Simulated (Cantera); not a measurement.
Cantera run, input and output.

```python
import numpy as np
import cantera as ct

gas = ct.Solution("gri30.yaml")


def delay(T, t_max=10):
    gas.TPX = T, 1200000, {'CH4': 1, 'H2': 0.85, 'O2': 1.35, 'N2': 5.07}
    reactor = ct.IdealGasReactor(gas, clone=False)
    net = ct.ReactorNet([reactor])
    net.rtol, net.atol = 1e-8, 1e-16
    while net.time < t_max:
        t_old, T_old = net.time, reactor.T
        net.step()
        if reactor.T > T + 400:  # ignition: a rise of 400 K
            return t_old + (T + 400 - T_old) / (reactor.T - T_old) * (net.time - t_old)
    return np.nan


taus = []
for T in [1025, 1100, 1175, 1250, 1325, 1400, 1475]:
    taus.append(delay(T))
    print(f"T0 = {T:6g} K   tau = {taus[-1]:.4e} s")
```

It prints:

```
T0 =   1025 K   tau = 4.5949e-03 s
T0 =   1100 K   tau = 9.4444e-04 s
T0 =   1175 K   tau = 2.7580e-04 s
T0 =   1250 K   tau = 1.2030e-04 s
T0 =   1325 K   tau = 6.6590e-05 s
T0 =   1400 K   tau = 4.0720e-05 s
T0 =   1475 K   tau = 2.5980e-05 s
```

Computed with Cantera and GRI-Mech 3.0 (53 species, 325 reactions). The pressure lies above the range GRI-Mech 3.0 was tuned for (to about 10 atm).
